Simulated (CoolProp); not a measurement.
500 sccm (0 °C, 1 atm) of nitrogen bubbles through liquid water at 294.1 K and leaves saturated at a total pressure of 0.0702 MPa (ideal gas phase). Each further row changes one setting.

Values from CoolProp's reference Helmholtz-energy equation of state, Wagner 2002.

| case | vapour pressure (kPa) | mole fraction of vapour | delivery (mg/min) | delivery (sccm) | change of delivery for a bath 1 K warmer (%) |
|---|---|---|---|---|---|
| as stated | 2.48 | 0.0353 | 14.7 | 18.3 | 6.6 |
| bath temperature 299.1 K | 3.35 | 0.0478 | 20.2 | 25.1 | 6.4 |
| total pressure 0.14 MPa | 2.48 | 0.0177 | 7.25 | 9.02 | 6.4 |
